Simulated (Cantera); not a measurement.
Input: 1 mol c-C4F8, a varied amount of F2, held at 4.60 mbar.

Points: T (K) = 1725, 1775, 1825, 1875, 1925, 1975, 2025, 2075, 2125, 2175, 2225, 2275, 2325, 2375; n(F2) (mol) = 0.03, 0.047, 0.073, 0.11, 0.18, 0.27, 0.42, 0.66, 1, 1.6, 2.5.

Cantera's Mixture.equilibrate('TP', solver="vcs", rtol=1e-11, max_steps=5000) on the NASA tables stopped like this:

```
ERROR: FAILURE its = 5001!

*******************************************************************************
CanteraError thrown by MultiPhase::equilibrate:
VCS solver failed. Return code: -1
*******************************************************************************
```

Task: What got this run through?

Result: This is not unique; one that fits is The failure is numerical, not chemical. The same input converged with solver="gibbs", rtol=1e-10, max_steps=50000, and the result passed a check of the equilibrium conditions:
```
   1725       0.03  C(gr)
   1725      0.047  C(gr)
   1725      0.073  C(gr)
   1725       0.11  C(gr)
   1725       0.18  C(gr)
   1725       0.27  C(gr)
   1725       0.42  C(gr)
   1725       0.66  C(gr)
   1725          1  C(gr)
   1725        1.6  C(gr)
   1725        2.5  C(gr)
   1775       0.03  C(gr)
   1775      0.047  C(gr)
   1775      0.073  C(gr)
   1775       0.11  C(gr)
   1775       0.18  C(gr)
   1775       0.27  C(gr)
   1775       0.42  C(gr)
   1775       0.66  C(gr)
   1775          1  C(gr)
   1775        1.6  C(gr)
   1775        2.5  C(gr)
   1825       0.03  C(gr)
   1825      0.047  C(gr)
   1825      0.073  C(gr)
   1825       0.11  C(gr)
   1825       0.18  C(gr)
   1825       0.27  C(gr)
   1825       0.42  C(gr)
   1825       0.66  C(gr)
   1825          1  C(gr)
   1825        1.6  C(gr)
   1825        2.5  C(gr)
   1875       0.03  C(gr)
   1875      0.047  C(gr)
   1875      0.073  C(gr)
   1875       0.11  C(gr)
   1875       0.18  C(gr)
   1875       0.27  C(gr)
   1875       0.42  C(gr)
   1875       0.66  C(gr)
   1875          1  C(gr)
   1875        1.6  C(gr)
   1875        2.5  C(gr)
   1925       0.03  C(gr)
   1925      0.047  C(gr)
   1925      0.073  C(gr)
   1925       0.11  C(gr)
   1925       0.18  C(gr)
   1925       0.27  C(gr)
   1925       0.42  C(gr)
   1925       0.66  C(gr)
   1925          1  C(gr)
   1925        1.6  C(gr)
   1925        2.5  C(gr)
   1975       0.03  C(gr)
   1975      0.047  C(gr)
   1975      0.073  C(gr)
   1975       0.11  C(gr)
   1975       0.18  C(gr)
   1975       0.27  C(gr)
   1975       0.42  C(gr)
   1975       0.66  C(gr)
   1975          1  C(gr)
   1975        1.6  C(gr)
   1975        2.5  C(gr)
   2025       0.03  C(gr)
   2025      0.047  C(gr)
   2025      0.073  C(gr)
   2025       0.11  C(gr)
   2025       0.18  C(gr)
   2025       0.27  C(gr)
   2025       0.42  C(gr)
   2025       0.66  C(gr)
   2025          1  C(gr)
   2025        1.6  C(gr)
   2025        2.5  C(gr)
   2075       0.03  C(gr)
   2075      0.047  C(gr)
   2075      0.073  C(gr)
   2075       0.11  C(gr)
   2075       0.18  C(gr)
   2075       0.27  C(gr)
   2075       0.42  C(gr)
   2075       0.66  C(gr)
   2075          1  C(gr)
   2075        1.6  C(gr)
   2075        2.5  C(gr)
   2125       0.03  C(gr)
   2125      0.047  C(gr)
   2125      0.073  C(gr)
   2125       0.11  C(gr)
   2125       0.18  C(gr)
   2125       0.27  C(gr)
   2125       0.42  C(gr)
   2125       0.66  C(gr)
   2125          1  C(gr)
   2125        1.6  C(gr)
   2125        2.5  C(gr)
   2175       0.03  C(gr)
   2175      0.047  C(gr)
   2175      0.073  C(gr)
   2175       0.11  C(gr)
   2175       0.18  C(gr)
   2175       0.27  C(gr)
   2175       0.42  C(gr)
   2175       0.66  C(gr)
   2175          1  C(gr)
   2175        1.6  C(gr)
   2175        2.5  C(gr)
   2225       0.03  C(gr)
   2225      0.047  C(gr)
   2225      0.073  C(gr)
   2225       0.11  C(gr)
   2225       0.18  C(gr)
   2225       0.27  C(gr)
   2225       0.42  C(gr)
   2225       0.66  C(gr)
   2225          1  C(gr)
   2225        1.6  C(gr)
   2225        2.5  gas only
   2275       0.03  C(gr)
   2275      0.047  C(gr)
   2275      0.073  C(gr)
   2275       0.11  C(gr)
   2275       0.18  C(gr)
   2275       0.27  C(gr)
   2275       0.42  C(gr)
   2275       0.66  C(gr)
   2275          1  C(gr)
   2275        1.6  C(gr)
   2275        2.5  gas only
   2325       0.03  C(gr)
   2325      0.047  C(gr)
   2325      0.073  C(gr)
   2325       0.11  C(gr)
   2325       0.18  C(gr)
   2325       0.27  C(gr)
   2325       0.42  C(gr)
   2325       0.66  C(gr)
   2325          1  C(gr)
   2325        1.6  C(gr)
   2325        2.5  gas only
   2375       0.03  C(gr)
   2375      0.047  C(gr)
   2375      0.073  C(gr)
   2375       0.11  C(gr)
   2375       0.18  C(gr)
   2375       0.27  C(gr)
   2375       0.42  C(gr)
   2375       0.66  C(gr)
   2375          1  C(gr)
   2375        1.6  C(gr)
   2375        2.5  C(gr)
```

The gas is ideal and each condensed phase is pure. The feed counts by its element totals alone.
